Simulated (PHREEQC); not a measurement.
# Ultrapure water in contact with air or piping: an equilibrium model

Synthetic water in mmol/kgw, 25 °C, pH 6.5, pe 9.5:

| constituent | mmol/kgw |
|---|---|
| Na | 0.00025 |
| K | 4.55e-05 |
| Ca | 0.000546 |
| Mg | 4.99e-06 |
| Cl | 7.67e-05 |
| S(6) | 0.00016 |
| Alkalinity (meq/kgw) | 0.000953 |
| Si | 6.89e-06 |

Cl is adjusted to close the charge balance.
Valence states are taken as typed.

Computed with PHREEQC (ion-association model, phreeqc.dat).

Each row changes one thing in this solution. No solid was allowed to form.

| case | ionic strength (mol/kgw) | HCO3- (mol/kgw) | CO2 (mol/kgw) | CO3-2 (mol/kgw) | CaSO4 (mol/kgw) | SI of Quartz (SiO2) |
|---|---|---|---|---|---|---|
| as made | 2.43e-6 | 1.24e-6 | 8.78e-7 | 1.85e-10 | 1.53e-11 | -4.18 |
| pH from 6.5 to 7.5 at the same alkalinity | ___ | 6.62e-7 | 4.70e-8 | 9.87e-10 | 1.53e-11 | -4.18 |
| all concentrations times 3 at the same typed pH | 6.65e-6 | 3.14e-6 | ___ | 4.70e-10 | ___ | -3.70 |
| pH from 6.5 to 5.5 at the same alkalinity | ___ | 4.12e-6 | 2.92e-5 | 6.16e-11 | 1.52e-11 | -4.18 |

Some entries are withheld; supply them.


- pH from 6.5 to 7.5 at the same alkalinity, ionic strength (mol/kgw): 2.14e-6
- all concentrations times 3 at the same typed pH, CO2 (mol/kgw): 2.23e-6
- all concentrations times 3 at the same typed pH, CaSO4 (mol/kgw): 1.37e-10
- pH from 6.5 to 5.5 at the same alkalinity, ionic strength (mol/kgw): 5.28e-6

Complexes and solids missing from the database can't appear.
